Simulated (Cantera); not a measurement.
# N2O furnace oxynitridation

An isothermal, constant-pressure homogeneous reactor starts with N2O : H2O : N2 = 1 : 0.0069 : 0.023 (molar parts), at 1100 K and 645 Torr.

Model: GRI-Mech 3.0 (53 species, 325 reactions), integrated in Cantera. GRI-Mech 3.0 was tuned for natural gas; its chemistry of N2O as a main component is partial and can be far from experiment. The mechanism lacks the step 2 NO + O2 → 2 NO2, which can matter for NO2 below about 1400 K. The temperature is held fixed by assumption; the heat of reaction is taken as removed at once.

```tsv
t (s)	x N2O	x H2O	x H2	x NO	x OH	x NO2	x N2
1.00e-6	0.971	0.00670	<1e-12	2.05e-10	1.46e-11	<1e-12	0.0223
5.37e-6	0.971	0.00670	<1e-12	5.15e-9	3.67e-10	<1e-12	0.0223
2.89e-5	0.971	0.00670	<1e-12	8.29e-8	5.84e-9	<1e-12	0.0223
0.000155	0.971	0.00670	<1e-12	6.23e-7	4.08e-8	9.33e-12	0.0223
0.000833	0.971	0.00670	1.83e-11	3.54e-6	1.63e-7	1.92e-9	0.0224
0.00447	0.971	0.00670	4.59e-10	1.87e-5	4.51e-7	4.98e-7	0.0226
0.0240	0.969	0.00669	2.82e-9	8.66e-5	1.14e-6	1.61e-5	0.0238
0.129	0.959	0.00667	2.71e-9	0.000430	1.75e-6	0.000107	0.0302
0.693	0.909	0.00656	1.24e-9	0.00241	2.32e-6	0.000235	0.0626
3.72	0.696	0.00608	8.64e-10	0.0108	2.38e-6	0.000321	0.200
20.0	0.238	0.00505	4.18e-10	0.0259	1.69e-6	0.000398	0.497
```
x: mole fraction; the columns are a selection and need not sum to one.

Equilibrium at this temperature and pressure: N2O 6.30e-9, H2O 0.00451, H2 1.13e-11, NO 9.82e-5, OH 1.68e-7, NO2 3.24e-6, N2 0.669 (gas phase only).
